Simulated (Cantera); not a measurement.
A Cantera script and what it prints.

```python
import numpy as np
import cantera as ct

gas_names = [...]  # 113 gases of nasa_gas.yaml made of C, H, O, Pb
cond_names = """
    C(gr) C6H6(L) C7H8(L) C8H18(L),n-octa H2O(s) H2O(L) Pb(cr) Pb(L) PbO(rd) PbO(yw) PbO(L) PbO2(s)
    Pb3O4(s)
""".split()


# ... load() reads the species with a 1 bar reference pressure and builds the phases ...
atoms = {
    'PbO': {'Pb': 1, 'O': 1},
    'C': {'C': 1},
    'H2': {'H': 2},
    'CO': {'C': 1, 'O': 1},
}
top_T = {'C(gr)': 4500, 'Pb3O4(s)': 820}  # K; cautious upper limits of use, not melting points


# ... equilibrate(T, P, feed) seeds the gas with the atoms and calls Mixture.equilibrate('TP', solver="vcs", rtol=1e-11, max_steps=5000) ...
results = []
T = 1923.15  # K
P = 100000  # Pa
for m in [0.9, 1.1, 1.4, 1.8, 2.3, 2.9, 3.7, 4.7, 6]:
    feed = {'PbO': 1, 'C': m, 'H2': 0.12, 'CO': 1.3}  # mol
    mix = equilibrate(T, P, feed)
    results.append((T, P, feed, dict(zip(mix.species_names, mix.species_moles))))
    x = sorted(zip(gas.X, gas.species_names), reverse=True)
    print(f"T = {T:g} K  P = {P:g} Pa  n(C) = {m:g} mol  gas = {mix.phase_moles(0):.4g} mol")
    print("   x: " + "  ".join(f"{s} {v:.3e}" for v, s in x if v > 0.0001))
    print("   condensed (mol): " + ("  ".join(f"{mix.phase(i).name} {mix.phase_moles(i):.4g}"
          for i in range(1, mix.n_phases) if mix.phase_moles(i) > 1e-12) or "none"))
```

Result:

```
T = 1923.15 K  P = 100000 Pa  n(C) = 0.9 mol  gas = 3.319 mol
   x: CO 6.381e-01  Pb 3.001e-01  H2 3.091e-02  CO2 2.480e-02  H2O 5.163e-03  Pb2 5.113e-04  PbO 1.695e-04  H 1.658e-04
   condensed (mol): none
T = 1923.15 K  P = 100000 Pa  n(C) = 1.1 mol  gas = 3.419 mol
   x: CO 6.728e-01  Pb 2.916e-01  H2 3.499e-02  Pb2 4.825e-04  H 1.764e-04
   condensed (mol): C(gr) 0.09996
T = 1923.15 K  P = 100000 Pa  n(C) = 1.4 mol  gas = 3.419 mol
   x: CO 6.728e-01  Pb 2.916e-01  H2 3.499e-02  Pb2 4.825e-04  H 1.764e-04
   condensed (mol): C(gr) 0.4
T = 1923.15 K  P = 100000 Pa  n(C) = 1.8 mol  gas = 3.419 mol
   x: CO 6.728e-01  Pb 2.916e-01  H2 3.499e-02  Pb2 4.825e-04  H 1.764e-04
   condensed (mol): C(gr) 0.8
T = 1923.15 K  P = 100000 Pa  n(C) = 2.3 mol  gas = 3.419 mol
   x: CO 6.728e-01  Pb 2.916e-01  H2 3.499e-02  Pb2 4.825e-04  H 1.764e-04
   condensed (mol): C(gr) 1.3
T = 1923.15 K  P = 100000 Pa  n(C) = 2.9 mol  gas = 3.419 mol
   x: CO 6.728e-01  Pb 2.916e-01  H2 3.499e-02  Pb2 4.825e-04  H 1.764e-04
   condensed (mol): C(gr) 1.9
T = 1923.15 K  P = 100000 Pa  n(C) = 3.7 mol  gas = 3.419 mol
   x: CO 6.728e-01  Pb 2.916e-01  H2 3.499e-02  Pb2 4.825e-04  H 1.764e-04
   condensed (mol): C(gr) 2.7
T = 1923.15 K  P = 100000 Pa  n(C) = 4.7 mol  gas = 3.419 mol
   x: CO 6.728e-01  Pb 2.916e-01  H2 3.499e-02  Pb2 4.825e-04  H 1.764e-04
   condensed (mol): C(gr) 3.7
T = 1923.15 K  P = 100000 Pa  n(C) = 6 mol  gas = 3.419 mol
   x: CO 6.728e-01  Pb 2.916e-01  H2 3.499e-02  Pb2 4.825e-04  H 1.764e-04
   condensed (mol): C(gr) 5
```

Equilibrium computed with Cantera from the NASA thermochemical tables; the gas is ideal and each condensed phase is pure. Gases not in the tables: (PbO)n polymers.
